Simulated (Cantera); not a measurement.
**Ignition delay**

Mixture: C2H4 : O2 : N2 : CO2 = 1 : 2.73 : 10.3 : 0.49 (molar parts), at 101000 Pa, adiabatic and at constant volume. Ignition delay is the time to a rise of 400 K.

Detailed kinetics in Cantera: GRI-Mech 3.0 (53 species, 325 reactions). GRI-Mech 3.0 was tuned for natural gas; its chemistry of ethylene as a main component is partial and can be far from experiment.

| T0 (K) | delay (ms) |
|---|---|
| 1023 | 125 |
| 1123 | 3.81 |
| 1223 | 0.280 |
| 1323 | 0.0833 |
| 1423 | 0.0433 |
| 1523 | 0.0271 |
| 1623 | 0.0187 |

| Quantity | Result |
|---|---|
| apparent activation energy between 1423 and 1623 K | 81 kJ/mol |
